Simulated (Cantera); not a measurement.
Charge: 1 mol ZrO2, 25 mol H2, at 1548.15 K and 0.000110 bar.

Cantera equilibrium calculation (NASA polynomials, part measured and part estimated; ideal gas, pure solids and liquids). Candidate condensed phases: H2O, Zr, ZrO2; 12 gas species. Kinetics and transport are ignored.

Base state: H2 0.997, H 0.00294 (mole fractions); condensed: ZrO2(tetragonal).

Task: What changes in the equilibrium state with this change: temperature from 1548.15 K to 2025 K?

Result: 
```tsv
species	before	after
H2	0.997	0.833
H	0.00294	0.167
ZrO	7.53e-9	2.89e-5
H2O	8.26e-9	2.83e-5
ZrO2(tetragonal), mol	1.00	0.999
```
